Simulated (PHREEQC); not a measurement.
Solution (25 °C): 170 mmol/kgw CuCl2, 0.11 mmol/kgw HBF4 and 17 mmol/kgw KCl. Closed to the air; pH follows from the charge balance.

Equilibrium calculation in PHREEQC: ion-association model, phreeqc.dat.

```
Property                   Value
-----------------  -------------
pH                          3.53
ionic strength     0.460 mol/kgw
activity of water          0.991
density              1.018 g/cm³
total alkalinity   -0.440 meq/kg
```

| species | molality | activity | log γ |
|---|---|---|---|
| Cl- | 0.323 | 0.211 | -0.183 |
| Cu+2 | 0.137 | 0.0351 | -0.592 |
| CuCl+ | 0.0305 | 0.0200 | -0.183 |
| K+ | 0.0170 | 0.0110 | -0.187 |
| CuCl2 | 0.00204 | 0.00227 | 0.046 |
| H+ | 0.000384 | 0.000295 | -0.115 |
| F- | 0.000243 | 0.000155 | -0.194 |
| CuF+ | 0.000135 | 9.91e-5 | -0.136 |
| H3BO3 | 0.000110 | 0.000122 | 0.046 |
| HF | 6.17e-5 | 6.86e-5 | 0.046 |
| CuCl3- | 2.59e-6 | 1.70e-6 | -0.183 |
| Cu2(OH)2+2 | 2.13e-6 | 6.11e-7 | -0.543 |

This is a speciation only: nothing precipitates in the calculation. Species that the database lacks are ignored. Real BF4- forms and hydrolyses slowly; the run takes it at equilibrium.
